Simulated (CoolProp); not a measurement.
A single-stage vapour-compression cycle with trans-2-butene: evaporating at 256.15 K (dew point), condensing at 282.15 K (bubble point), superheat 2 K, subcooling 2 K, compressor efficiency 0.6, no pressure losses. Each further row changes one setting.

Values from CoolProp's reference Helmholtz-energy equation of state, Lemmon 2005. It is a short technical equation, of lower accuracy than the large ones.

```csv
case,cooling COP,pressure ratio,discharge temperature (K),refrigerating effect (kJ/kg),volumetric capacity (kJ/m³)
as stated,5.50,2.82,304.8,371,482
evaporating temperature 261.15 K,7.05,2.27,300.3,378,601
condensing temperature 277.15 K,6.93,2.35,296.6,383,497
subcooling 7 K,5.67,2.82,304.8,382,497
superheat 12 K,5.49,2.82,315.5,386,481
compressor efficiency 0.5,4.58,2.82,313.0,371,482
```
